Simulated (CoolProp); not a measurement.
Properties of ethylene along the isobar 164 bar.

Model: reference Helmholtz-energy equation of state, Smukala 2000, in CoolProp.

```
T (K)          phase  cp (kJ/(kg K))  cv (kJ/(kg K))  Joule-Thomson coefficient (K/MPa)
-----  -------------  --------------  --------------  ---------------------------------
271.8         liquid           2.740               ?                            0.08616
294.1  supercritical               ?               ?                             0.4373
316.3  supercritical           3.253           1.498                             0.9728
338.6  supercritical           3.438               ?                              1.670
360.9  supercritical           3.353           1.620                                  ?
383.2  supercritical           3.112               ?                              2.553
405.4  supercritical           2.903           1.729                              2.552
427.7  supercritical           2.769           1.788                              2.409
450    supercritical           2.694           1.849                                  ?
```

Problem. What belongs in the gaps?

Solution. 
- 271.8, cv (kJ/(kg K)): 1.387
- 294.1, cp (kJ/(kg K)): 2.975
- 294.1, cv (kJ/(kg K)): 1.437
- 338.6, cv (kJ/(kg K)): 1.562
- 360.9, Joule-Thomson coefficient (K/MPa): 2.276
- 383.2, cv (kJ/(kg K)): 1.674
- 450, Joule-Thomson coefficient (K/MPa): 2.213
